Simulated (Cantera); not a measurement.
Feed: 1 mol V, 1.4 mol N₂O, 91 mol N₂, 1.1 mol H₂O, equilibrated at 898 K and 0.000750 Torr.

Method: chemical equilibrium by Gibbs-energy minimisation in Cantera with the NASA 1993 tables (ideal gas, pure condensed phases). Candidate condensed phases: H₂O, V, VN, VO, V₂O₃, V₂O₄, V₂O₅; 28 gas species. Condensed phases not in the tables: the oxides between V₂O₃ and V₂O₅ other than VO₂. Kinetics and transport are ignored.

Base state: N₂ 0.988, H₂O 0.0107, H₂ 0.00107 (mole fractions); condensed: V₂O₃(s).

What changes in the equilibrium state with this change: temperature from 898 K to 2100 K?


```csv
species,before,after
N₂,0.988,0.958
H,3.58e-9,0.0227
O,<1e-9,0.00889
H₂O,0.0107,5.71e-7
VO₂,<1e-9,0.00659
VO,<1e-9,0.00357
V,<1e-9,0.000202
"V₂O₃(s), mol",0.500,0
```
